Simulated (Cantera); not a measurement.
A closed system holds: 1 mol SiCl4, 2 mol H2, equilibrated at 925 °C and 28000 Pa.

Cantera equilibrium calculation (NASA polynomials, part measured and part estimated; ideal gas, pure solids and liquids). Candidate condensed phases: Si; 19 gas species. The tables' values for SiCl3 are old estimates; treat these amounts as uncertain. The numbers say what is thermodynamically allowed, not how fast it happens.

Base state: H2 0.587, SiCl4 0.253, HCl 0.0854, SiHCl3 0.0468, SiCl3 0.0167, SiCl2 0.00978, SiH2Cl2 0.00113 (mole fractions); condensed: gas only.

Q: What changes in the equilibrium state with this change: temperature from 925 °C to 775 °C?

A: 
```csv
species,before,after
H2,0.587,0.622
SiCl4,0.253,0.288
HCl,0.0854,0.0457
SiCl3,0.0167,0.00302
SiHCl3,0.0468,0.0402
SiCl2,0.00978,0.000581
SiH2Cl2,0.00113,0.000638
```
